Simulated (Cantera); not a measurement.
Feed: 1 mol n-butane, 24 mol H₂, at 22.0 bar.

Equilibrium computed with Cantera from the NASA thermochemical tables; the gas is ideal and each condensed phase is pure. Candidate condensed phases: C, C₆H₆, C₇H₈, C₈H₁₈; 86 gas species. Ions and electrons are included (thermal ionisation). Kinetics and transport are ignored.

### Question
Which condensed phases are stable at each of these points (T (K)): 3000, 3250, 3500, 3750, 4000, 4250, 4500, 4750, 5000?

### Answer
| T (K) | condensed phases | C condensed (%) |
|---|---|---|
| 3000 | C(graphite) | 9.3 |
| 3250 | gas only | 0.0 |
| 3500 | gas only | 0.0 |
| 3750 | gas only | 0.0 |
| 4000 | gas only | 0.0 |
| 4250 | gas only | 0.0 |
| 4500 | gas only | 0.0 |
| 4750 | gas only | 0.0 |
| 5000 | gas only | 0.0 |

At 3000 K the condensed part is C(graphite). From 3250 K to 5000 K nothing is condensed.
